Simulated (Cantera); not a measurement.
Feed: 1 mol Si, 1.1 mol Cl₂, 0.22 mol H₂, at 800 K.

Method: chemical equilibrium by Gibbs-energy minimisation in Cantera with the NASA 1993 tables (ideal gas, pure condensed phases). Candidate condensed phases: Si; 19 gas species. The tables' values for SiCl₃ are old estimates; treat these amounts as uncertain. The numbers say what is thermodynamically allowed, not how fast it happens.

x: gas mole fraction; n: condensed amount in mol.

```
P (Pa)   x SiCl₄   x H₂  x SiHCl₃  x SiH₂Cl₂     x HCl   x SiCl₃  n Si(s)
-------  -------  -----  --------  ---------  --------  --------  -------
10000      0.671  0.252    0.0741   0.000662   0.00206  0.000323    0.436
26000      0.661  0.245    0.0917    0.00103   0.00159  0.000252    0.433
67000      0.649  0.235     0.112    0.00157   0.00123  0.000196    0.429
170000     0.635  0.225     0.136    0.00237  0.000946  0.000153    0.424
450000     0.619  0.211         ?          ?         ?  0.000117    0.418
1200000    0.600  0.196         ?          ?         ?   8.98e-5    0.412
3000000    0.580  0.179     0.233    0.00757  0.000403   6.96e-5    0.405
```

### Question
Fill in the missing entries.

### Answer

- 1200000, x SiHCl₃: 0.199
- 1200000, x SiH₂Cl₂: 0.00532
- 1200000, x HCl: 0.000534
- 450000, x SiHCl₃: 0.165
- 450000, x SiH₂Cl₂: 0.00357
- 450000, x HCl: 0.000715
